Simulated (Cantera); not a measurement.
Charge: 1 mol Fe, 1.4 mol Cl2, 0.16 mol N2, 2 mol HCl, held at 33.0 mbar.

Equilibrium computed with Cantera from the NASA thermochemical tables; the gas is ideal and each condensed phase is pure. Candidate condensed phases: Fe, FeCl2, FeCl3, NH4Cl; 18 gas species. Rates play no part. All values below are at 1548 K.

Base state: HCl 0.542, FeCl2 0.246, Cl 0.0961, Cl2 0.0478, N2 0.0433, FeCl3 0.0251, Fe2Cl4 5.56e-5 (mole fractions); condensed: gas only.

What changes in the equilibrium state with this change: Cl2 from 1.4 to 0.52 mol?


```csv
species,before,after
HCl,0.542,0.388
FeCl2,0.246,0.373
H2,5.82e-7,0.179
Cl2,0.0478,7.95e-8
Cl,0.0961,0.000124
FeCl3,0.0251,4.91e-5
N2,0.0433,0.0597
H,1.29e-7,7.17e-5
Fe2Cl4,5.56e-5,0.000128
```
